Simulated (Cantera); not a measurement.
Charge: 1 mol CF4, 0.039 mol F2, at 2200 K and 0.133 bar.

These are equilibrium values from Cantera (NASA tables, ideal gas, pure condensed phases), not measurements of a reactor. Candidate condensed phases: C; 13 gas species. Gases not in the tables: C2F6 and larger saturated fluorocarbons. Equilibrium is a limit: real reactors are often held back by kinetics, nucleation or transport.

Base state: CF4 0.888, F 0.0967, CF2 0.0109, CF3 0.00436 (mole fractions); condensed: gas only.

### Question
What changes in the equilibrium state with this change: pressure from 0.133 bar to 0.650 bar?

### Answer
| species | before | after |
|---|---|---|
| CF4 | 0.888 | 0.923 |
| F | 0.0967 | 0.0749 |
| CF3 | 0.00436 | 0.00120 |
| CF2 | 0.0109 | 0.000796 |
